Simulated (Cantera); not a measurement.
An adiabatic, constant-volume homogeneous reactor starts with CH₄ : O₂ : N₂ = 1 : 2.86 : 10.7 (molar parts), equivalence ratio 0.70, at 1050 K and 2.40 bar.

Computed with Cantera and GRI-Mech 3.0 (53 species, 325 reactions).

### Question
Predict: time of steepest temperature rise; temperature at 1.00 s; equilibrium temperature; x(O₂) at 1.00 s; x(H) at 1.00 s; x(HO₂) at 1.00 s; x(O) at 1.00 s.

### Answer
```json
{
  "time_of_steepest_temperature_rise": "0.151 s",
  "temperature at 1.00 s": "2626 K",
  "equilibrium_temperature": "2626 K",
  "x(O₂) at 1.00 s": "0.0529 (gas-phase equilibrium 0.0529)",
  "x(H) at 1.00 s": "0.000857 (gas-phase equilibrium 0.000857)",
  "x(HO₂) at 1.00 s": "1.23e-5 (gas-phase equilibrium 1.23e-5)",
  "x(O) at 1.00 s": "0.00246 (gas-phase equilibrium 0.00246)"
}
```
